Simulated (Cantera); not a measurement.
**Reactions in the system H-O-P**

Source: NASA polynomial tables (part measured, part estimated), evaluated in Cantera. Values are per mole of reaction as written; species without (g) are pure solids or liquids, kept so even where they would boil at 1 bar.

5 H2(g) + P4O10(g) → 10 OH(g) + P4(g)

| T (K) | ΔH° (kJ) | ΔS° (J/K) | ΔG° (kJ) | log10 K |
|---|---|---|---|---|
| 798 | 3341.4 | 1037.9 | 2513.2 | -164.50 |
| 998 | 3328.0 | 1022.8 | 2307.2 | -120.75 |
| 1198 | 3314.0 | 1010.1 | 2103.9 | -91.73 |
| 1398 | 3300.0 | 999.3 | 1903.0 | -71.10 |
| 1598 | 3286.1 | 990.0 | 1704.1 | -55.70 |
| 1798 | 3272.3 | 981.8 | 1507.0 | -43.78 |
| 1998 | 3258.7 | 974.7 | 1311.3 | -34.28 |
| 2198 | 3245.4 | 968.3 | 1117.0 | -26.55 |
| 2398 | 3232.3 | 962.6 | 923.9 | -20.13 |
